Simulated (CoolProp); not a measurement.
C2F6 (R116) along the isotherm 398.2 K: Z from the reference equation and from simpler models built on Tc = 293.0 K, pc = 3048 kPa, ω = 0.257; each cubic takes its own stable root.

The numbers come from the reference Helmholtz-energy equation of state, Lemmon 2006 in CoolProp. It is a short technical equation, of lower accuracy than the large ones.

```json
[
 {"p (kPa)": "305", "phase": "gas", "reference": "0.9891"},
 {"p (kPa)": "610", "phase": "gas", "reference": "0.9782"},
 {"p (kPa)": "914", "phase": "gas", "reference": "0.9675"},
 {"p (kPa)": "1220", "phase": "gas", "reference": "0.9567"},
 {"p (kPa)": "1520", "phase": "gas", "reference": "0.9461"},
 {"p (kPa)": "1830", "phase": "gas", "reference": "0.9353"},
 {"p (kPa)": "2130", "phase": "gas", "reference": "0.9249"},
 {"p (kPa)": "2440", "phase": "gas", "reference": "0.9143"},
 {"p (kPa)": "2740", "phase": "gas", "reference": "0.9041"},
 {"p (kPa)": "3050", "phase": "supercritical", "reference": "0.8938"},
 {"p (kPa)": "3350", "phase": "supercritical", "reference": "0.8839"},
 {"p (kPa)": "3660", "phase": "supercritical", "reference": "0.8738"},
 {"p (kPa)": "3960", "phase": "supercritical", "reference": "0.8643"},
 {"p (kPa)": "4270", "phase": "supercritical", "reference": "0.8547"},
 {"p (kPa)": "4570", "phase": "supercritical", "reference": "0.8457"}
]
```

How far does each simpler model (Pitzer virial, van der Waals, Redlich-Kwong, Soave-Redlich-Kwong) lie from the reference over these 15 states: mean and median of the absolute difference, and the worst?


- Pitzer virial: mean 0.6 %, median 0.4 %, worst -1.6 % at 398.2 K and 4570 kPa
- van der Waals: mean 3.7 %, median 3.3 %, worst -8.4 % at 398.2 K and 4570 kPa
- Redlich-Kwong: mean 2.5 %, median 2.4 %, worst -4.9 % at 398.2 K and 4570 kPa
- Soave-Redlich-Kwong: mean 0.6 %, median 0.5 %, worst +1.6 % at 398.2 K and 4570 kPa
